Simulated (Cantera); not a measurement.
An isothermal, constant-pressure homogeneous reactor starts with CH4 : H2 = 0.0072 : 1 (molar parts), at 1525 K and 0.132 atm. Integrator tolerance rtol = 1e-08.

Model: GRI-Mech 3.0 (53 species, 325 reactions), integrated in Cantera. GRI-Mech 3.0 stops at C3 and has no aromatics, soot or wall deposition, so with more carbon than oxygen in the feed, carbon stays in small species such as C2H2 where larger ones or solid carbon would form.

### Question
What does this change do: H2 1 to 0.13 parts?

### Answer
| quantity | before | after |
|---|---|---|
| x(CH4) at 40.0 s | 0.00434 (gas-phase equilibrium 0.00357) | 0.0121 (gas-phase equilibrium 0.0114) |
| x(H2) at 40.0 s | 0.994 (gas-phase equilibrium 0.995) | 0.969 (gas-phase equilibrium 0.969) |
| x(C2H2) at 40.0 s | 0.00135 (gas-phase equilibrium 0.00173) | 0.0186 (gas-phase equilibrium 0.0190) |
| x(C2H4) at 40.0 s | 3.97e-5 (gas-phase equilibrium 5.04e-5) | 0.000531 (gas-phase equilibrium 0.000541) |
| x(C2H6) at 40.0 s | 5.31e-8 (gas-phase equilibrium 4.78e-8) | 5.25e-7 (gas-phase equilibrium 5.00e-7) |
| x(CH2) at 40.0 s | 3.17e-10 (gas-phase equilibrium 2.64e-10) | 9.13e-10 (gas-phase equilibrium 8.66e-10) |

### Question
What does this change do: temperature 1525 to 2500 K?

### Answer
| quantity | before | after |
|---|---|---|
| x(CH4) at 40.0 s | 0.00434 (gas-phase equilibrium 0.00357) | 9.90e-6 (gas-phase equilibrium 1.00e-5) |
| x(H2) at 40.0 s | 0.994 (gas-phase equilibrium 0.995) | 0.930 (gas-phase equilibrium 0.930) |
| x(C2H2) at 40.0 s | 0.00135 (gas-phase equilibrium 0.00173) | 0.00340 (gas-phase equilibrium 0.00340) |
| x(C2H4) at 40.0 s | 3.97e-5 (gas-phase equilibrium 5.04e-5) | 3.05e-7 (gas-phase equilibrium 3.05e-7) |
| x(C2H6) at 40.0 s | 5.31e-8 (gas-phase equilibrium 4.78e-8) | 3.51e-12 (gas-phase equilibrium 3.59e-12) |
| x(CH2) at 40.0 s | 3.17e-10 (gas-phase equilibrium 2.64e-10) | 1.48e-6 (gas-phase equilibrium 1.50e-6) |
